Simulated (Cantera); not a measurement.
Input (Python, Cantera) and output of one run.

```python
import numpy as np
import cantera as ct

gas_names = """
    CL CLO CL2 N NO NO2 NO3 N2 N2O O O2 O3 Si SiCL SiCL2 SiCL3 SiCL4 SiN SiO SiO2 Si2 Si2N Si3
""".split()
cond_names = """
    Si(cr) Si(L) SiO2(Lqz) SiO2(hqz) SiO2(L) Si2N2O(s) Si3N4(a)
""".split()


def load(file, names, dense=False):
    # The tables refer to 1 bar. Condensed volumes are neglected.
    table = {s.name: s for s in ct.Species.list_from_file(file)}
    out = []
    for n in names:
        d = dict(table[n].input_data)
        d["thermo"] = dict(d["thermo"], **{"reference-pressure": 1e5})
        if dense:
            d["equation-of-state"] = {"model": "constant-volume", "density": "1e6 g/cm^3"}
        out.append(ct.Species.from_dict(d))
    return out


gas = ct.Solution(thermo="ideal-gas", species=load("nasa_gas.yaml", gas_names))
cond = {s.name: ct.Solution(thermo="fixed-stoichiometry", species=[s], name=s.name)
        for s in load("nasa_condensed.yaml", cond_names, dense=True)}
atoms = {
    'SiCl4': {'Si': 1, 'CL': 4},
    'N2O': {'N': 2, 'O': 1},
}
top_T = {'Si2N2O(s)': 2100, 'Si3N4(a)': 2400}  # K; cautious upper limits of use, not melting points


def equilibrate(T, P, feed):
    n = {}
    for name, mol in feed.items():
        for a, k in atoms[name].items():
            n[a] = n.get(a, 0.0) + k * mol
    gas.TPX = T, P, n
    mass = sum(n.values()) * gas.mean_molecular_weight
    gas.equilibrate("TP")
    valid = [c for c in cond.values() if c.min_temp <= T <= top_T.get(c.name, c.max_temp)]
    mix = ct.Mixture([(gas, mass / gas.mean_molecular_weight)] + [(c, 0.0) for c in valid])
    mix.T, mix.P = T, P
    mix.equilibrate("TP", solver="vcs", rtol=1e-11, max_steps=5000)
    return mix


results = []
feed = {'SiCl4': 1, 'N2O': 28}  # mol
P = 13332.2  # Pa
for T in [1423, 1498, 1573, 1648, 1723, 1798, 1873, 1948, 2023, 2098]:
    mix = equilibrate(T, P, feed)
    results.append((T, P, feed, dict(zip(mix.species_names, mix.species_moles))))
    x = sorted(zip(gas.X, gas.species_names), reverse=True)
    print(f"T = {T:g} K  P = {P:g} Pa  gas = {mix.phase_moles(0):.4g} mol")
    print("   x: " + "  ".join(f"{s} {v:.3e}" for v, s in x if v > 0.0001))
    print("   condensed (mol): " + ("  ".join(f"{mix.phase(i).name} {mix.phase_moles(i):.4g}"
          for i in range(1, mix.n_phases) if mix.phase_moles(i) > 1e-12) or "none"))
```

Output:

```
T = 1423 K  P = 13332.2 Pa  gas = 43.39 mol
   x: N2 6.449e-01  O2 2.991e-01  CL2 3.712e-02  CL 1.786e-02  NO 8.883e-04
   condensed (mol): SiO2(hqz) 1
T = 1498 K  P = 13332.2 Pa  gas = 43.61 mol
   x: N2 6.414e-01  O2 2.973e-01  CL2 3.173e-02  CL 2.812e-02  NO 1.301e-03  CLO 1.380e-04
   condensed (mol): SiO2(hqz) 1
T = 1573 K  P = 13332.2 Pa  gas = 43.89 mol
   x: N2 6.370e-01  O2 2.952e-01  CL 4.058e-02  CL2 2.519e-02  NO 1.833e-03  CLO 1.811e-04
   condensed (mol): SiO2(hqz) 1
T = 1648 K  P = 13332.2 Pa  gas = 44.19 mol
   x: N2 6.324e-01  O2 2.928e-01  CL 5.369e-02  CL2 1.831e-02  NO 2.502e-03  CLO 2.194e-04
   condensed (mol): SiO2(hqz) 1
T = 1723 K  P = 13332.2 Pa  gas = 44.46 mol
   x: N2 6.282e-01  O2 2.906e-01  CL 6.540e-02  CL2 1.217e-02  NO 3.322e-03  CLO 2.465e-04
   condensed (mol): SiO2(L) 1
T = 1798 K  P = 13332.2 Pa  gas = 44.66 mol
   x: N2 6.248e-01  O2 2.887e-01  CL 7.428e-02  CL2 7.510e-03  NO 4.310e-03  CLO 2.599e-04  O 1.757e-04
   condensed (mol): SiO2(L) 1
T = 1873 K  P = 13332.2 Pa  gas = 44.8 mol
   x: N2 6.222e-01  O2 2.871e-01  CL 8.015e-02  NO 5.480e-03  CL2 4.433e-03  O 3.469e-04  CLO 2.619e-04
   condensed (mol): SiO2(L) 1
T = 1948 K  P = 13332.2 Pa  gas = 44.89 mol
   x: N2 6.203e-01  O2 2.857e-01  CL 8.369e-02  NO 6.844e-03  CL2 2.579e-03  O 6.502e-04  CLO 2.565e-04
   condensed (mol): SiO2(L) 1
T = 2023 K  P = 13332.2 Pa  gas = 44.95 mol
   x: N2 6.187e-01  O2 2.843e-01  CL 8.571e-02  NO 8.406e-03  CL2 1.512e-03  O 1.163e-03  CLO 2.476e-04
   condensed (mol): SiO2(L) 0.9998
T = 2098 K  P = 13332.2 Pa  gas = 45 mol
   x: N2 6.171e-01  O2 2.827e-01  CL 8.685e-02  NO 1.017e-02  O 1.996e-03  CL2 9.037e-04  CLO 2.372e-04
   condensed (mol): SiO2(L) 0.9993
```

Equilibrium computed with Cantera from the NASA thermochemical tables; the gas is ideal and each condensed phase is pure. The tables hold silica as quartz up to 1696 K and as liquid above; real silica turns to tridymite and cristobalite and melts near 1996 K.
